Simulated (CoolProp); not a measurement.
Model: reference Helmholtz-energy equation of state, Span 1996, in CoolProp.

Problem. Give the vapour pressure (MPa), liquid density (kg/m³), vapour density (kg/m³), enthalpy of vaporisation (kJ/kg) of saturated carbon dioxide at -32.55, -24.75, -16.95 °C.

Solution. 
| T (°C) | p (MPa) | liquid density (kg/m³) | vapour density (kg/m³) | enthalpy of vaporisation (kJ/kg) |
|---|---|---|---|---|
| -32.55 | 1.31 | 1090 | 34.0 | 308 |
| -24.75 | 1.70 | 1050 | 44.2 | 293 |
| -16.95 | 2.16 | 1020 | 57.1 | 276 |
